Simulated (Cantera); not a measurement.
A closed system holds: 1 mol Si, 2.8 mol H₂O, 120 mol N₂, 0.25 mol O₂, at 1448 K and 4.50 bar.

These are equilibrium values from Cantera (NASA tables, ideal gas, pure condensed phases), not measurements of a reactor. Candidate condensed phases: H₂O, Si, SiO₂, Si₂N₂O, Si₃N₄; 35 gas species. The tables hold silica as quartz up to 1696 K and as liquid above; real silica turns to tridymite and cristobalite and melts near 1996 K. Gases not in the tables: Si(OH)₄. The numbers say what is thermodynamically allowed, not how fast it happens.

Task: What is the equilibrium state?

Result: 
```json
{
 "x(N₂)": "0.977",
 "x(H₂)": "0.0122",
 "x(H₂O)": "0.0106",
 "n(SiO₂(β-quartz))": "1.00 mol",
 "gas_amount": "122.8 mol",
 "log10 activity of Si(s) (absent)": "-11.34"
}
```
